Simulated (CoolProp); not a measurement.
Vapour-liquid equilibrium of p-xylene (1) + n-decane (2) at 0.371 bar; x and y are mole fractions of (1).

Model: multi-fluid Helmholtz-energy mixture model, Zhou 2012 and Lemmon 2006; pair parameters Bell 2016, in CoolProp.

| x | bubble temperature (K) | y at the bubble point | dew temperature at overall composition x (K) | liquid density (mol/L) |
|---|---|---|---|---|
| 0.05 | 408.6 | 0.133 | ___ | 4.572 |
| 0.2 | ___ | 0.425 | 407.0 | 4.905 |
| 0.35 | 394.8 | 0.615 | 403.0 | ___ |
| 0.5 | 389.7 | 0.747 | 398.6 | 5.664 |
| 0.65 | 385.5 | 0.844 | 393.5 | ___ |
| 0.8 | 381.8 | 0.920 | ___ | 6.614 |
| 0.95 | 378.5 | 0.982 | 380.3 | 7.190 |

**Question.** Fill in the missing entries.

**Answer.** 
- 0.05, dew temperature at overall composition x (K): 410.5
- 0.2, bubble temperature (K): 400.9
- 0.35, liquid density (mol/L): 5.266
- 0.65, liquid density (mol/L): 6.110
- 0.8, dew temperature at overall composition x (K): 387.5

No azeotrope shows between x = 0.05 and 0.95.

Pair parameters are fitted to limited data, so mixtures are less certain than the pure fluids.
